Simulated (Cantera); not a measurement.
A Cantera script and its output.

```python
import numpy as np
import cantera as ct

surf = ct.Interface("diamond.yaml", "diamond_100")
gas, bulk = surf.adjacent["gas"], surf.adjacent["diamond"]
k = surf.kinetics_species_index(bulk.species_names[0])
cover = ["c6HH", "c6H*", "c6*H", "c6**", "c6HM", "c6B"]

rows, drift = [], 0.0
print(f"{'P':>10s}{'um/h':>11s}" + "".join(f"{s:>11s}" for s in cover))
for v in [520, 860, 1400, 2400, 4000, 6600, 11000, 18000]:
    T, P, xH, xCH3 = 1350, v, 0.044, 0.00041
    gas.TPX = T, P, {"H": xH, "CH3": xCH3, "CH4": 0.025, "H2": 1 - xH - xCH3 - 0.025}
    surf.TP = bulk.TP = T, P
    surf.coverages = "c6H*:0.1, c6HH:0.9"
    surf.advance_coverages(100.0)
    before = surf.coverages
    surf.advance_coverages(100.0)
    drift = max(drift, np.max(np.abs(surf.coverages - before) / (surf.coverages + 1e-9)))
    rate = surf.net_production_rates[k] * bulk.mean_molecular_weight / bulk.density * 3.6e9
    rows.append([rate, *surf[cover].coverages])
    print(f"{v:10.4g}{rate:11.4e}" + "".join(f"{x:11.3e}" for x in rows[-1][1:]))
```

Output:

```
         P       um/h       c6HH       c6H*       c6*H       c6**       c6HM        c6B
       520 4.6856e-01  3.492e-01  5.472e-02  5.391e-01  5.669e-02  4.064e-05  1.271e-09
       860 8.8289e-01  3.492e-01  5.474e-02  5.391e-01  5.669e-02  6.704e-05  2.396e-09
      1400 1.6688e+00  3.492e-01  5.479e-02  5.390e-01  5.670e-02  1.072e-04  4.528e-09
      2400 3.4981e+00  3.491e-01  5.487e-02  5.388e-01  5.672e-02  1.761e-04  9.492e-09
      4000 7.2926e+00  3.491e-01  5.500e-02  5.385e-01  5.676e-02  2.737e-04  1.979e-08
      6600 1.5266e+01  3.490e-01  5.521e-02  5.381e-01  5.682e-02  4.058e-04  4.142e-08
   1.1e+04 3.2382e+01  3.488e-01  5.558e-02  5.374e-01  5.693e-02  5.767e-04  8.787e-08
   1.8e+04 6.5455e+01  3.486e-01  5.616e-02  5.365e-01  5.712e-02  7.647e-04  1.776e-07
```

Computed with Cantera and the Harris–Goodwin 1993 mechanism for the reconstructed diamond (100) surface.
